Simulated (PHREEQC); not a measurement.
Consider water at 25 °C with 0.023 mol HNO3 and 9.7e-05 mol CO2 per kg of water. Closed to the air; pH follows from the charge balance.

The numbers come from PHREEQC with the ion-association model, phreeqc.dat.

No solid was allowed to form.

Question: Estimate the pH, specific conductance.

Answer: pH 1.69; specific conductance 8750 µS/cm.
